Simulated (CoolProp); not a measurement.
Saturation properties of n-heptane (Tc = 268.1 °C, pc = 2.774 MPa, ω = 0.349).

Values from CoolProp's reference Helmholtz-energy equation of state, Span 2003. It is a short technical equation, of lower accuracy than the large ones.

```json
[
 {"T (°C)": "17.85", "p (MPa)": "0.004219", "vapour Z": "0.9946", "surface tension (mN/m)": "20.4", "liquid viscosity (µPa s)": "422", "liquid conductivity (mW/(m K))": "124"},
 {"T (°C)": "51.15", "p (MPa)": "0.01979", "vapour Z": "0.9832", "surface tension (mN/m)": "17.2", "liquid viscosity (µPa s)": "299", "liquid conductivity (mW/(m K))": "114"},
 {"T (°C)": "84.35", "p (MPa)": "0.06581", "vapour Z": "0.9607", "surface tension (mN/m)": "14.0", "liquid viscosity (µPa s)": "222", "liquid conductivity (mW/(m K))": "105"},
 {"T (°C)": "117.65", "p (MPa)": "0.1728", "vapour Z": "0.9232", "surface tension (mN/m)": "10.9", "liquid viscosity (µPa s)": "169", "liquid conductivity (mW/(m K))": "96.2"},
 {"T (°C)": "150.85", "p (MPa)": "0.3804", "vapour Z": "?", "surface tension (mN/m)": "8.00", "liquid viscosity (µPa s)": "131", "liquid conductivity (mW/(m K))": "88.0"},
 {"T (°C)": "184.05", "p (MPa)": "0.7382", "vapour Z": "?", "surface tension (mN/m)": "5.26", "liquid viscosity (µPa s)": "101", "liquid conductivity (mW/(m K))": "80.2"},
 {"T (°C)": "217.35", "p (MPa)": "?", "vapour Z": "0.6758", "surface tension (mN/m)": "2.76", "liquid viscosity (µPa s)": "76.0", "liquid conductivity (mW/(m K))": "72.5"},
 {"T (°C)": "250.55", "p (MPa)": "2.166", "vapour Z": "?", "surface tension (mN/m)": "?", "liquid viscosity (µPa s)": "51.4", "liquid conductivity (mW/(m K))": "65.0"}
]
```

### Question
Complete the blanks.

### Answer

- 150.85, vapour Z: 0.8675
- 184.05, vapour Z: 0.7886
- 217.35, p (MPa): 1.308
- 250.55, vapour Z: 0.4962
- 250.55, surface tension (mN/m): 0.678

It boils at 98.4 °C under 1 atm.

Viscosity comes from a separate model (Michailidou 2014). Thermal conductivity comes from a separate model (Assael 2013). Surface tension comes from a separate correlation (Mulero 2012).
